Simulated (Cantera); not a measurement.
A diamond (100) surface in a fixed gas of H2 with x(CH4) = 0.028, x(H) = 0.002, at 1225 K, 25.5 Torr; coverages are run to steady state.

Computed with Cantera and the Harris–Goodwin 1993 mechanism for the reconstructed diamond (100) surface.

θ: site fractions in the mechanism's names (c6HH fully hydrogenated, c6H* and c6*H radical sites, c6** diradical, c6HM methylated).

| x(CH3) | growth (µm/h) | θ c6HH | θ c6H* | θ c6*H | θ c6** | θ c6HM |
|---|---|---|---|---|---|---|
| 1e-06 | 0.00469 | 0.437 | 0.0405 | 0.494 | 0.0291 | 6.80e-6 |
| 2.9e-06 | 0.0136 | 0.437 | 0.0405 | 0.494 | 0.0291 | 1.97e-5 |
| 8.1e-06 | … | 0.437 | 0.0405 | 0.494 | 0.0291 | … |
| 2.3e-05 | 0.108 | 0.437 | 0.0405 | 0.494 | 0.0290 | 0.000156 |
| 6.6e-05 | 0.308 | 0.436 | 0.0404 | 0.493 | 0.0289 | 0.000447 |
| 0.00019 | … | 0.436 | 0.0404 | 0.492 | 0.0285 | … |
| 0.00054 | 2.42 | 0.434 | 0.0401 | 0.490 | 0.0274 | 0.00357 |
| 0.0015 | 6.22 | 0.429 | 0.0396 | 0.483 | 0.0247 | 0.00950 |
| 0.0044 | 15.1 | 0.417 | 0.0383 | 0.467 | 0.0190 | 0.0251 |

What belongs in the gaps?


- 8.1e-06, growth (µm/h): 0.0380
- 8.1e-06, θ c6HM: 5.51e-5
- 0.00019, growth (µm/h): 0.877
- 0.00019, θ c6HM: 0.00128
